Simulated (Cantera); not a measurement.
A closed system holds: 1 mol Ca(OH)2, 0.17 mol C, 0.013 mol CO2, held at 6.00 mbar.

These are equilibrium values from Cantera (NASA tables, ideal gas, pure condensed phases), not measurements of a reactor. Candidate condensed phases: C, C6H6, C7H8, C8H18, Ca, CaCO3, CaO, Ca(OH)2, H2O; 115 gas species. Equilibrium is a limit: real reactors are often held back by kinetics, nucleation or transport.

Q: At 427 °C, list the 4 most abundant gas species with their mole fractions, and the condensed phases.

A: H2O 0.659, H2 0.339, CO2 0.00124, CO 6.81e-5. Condensed: CaCO3(calcite) + CaO(s).
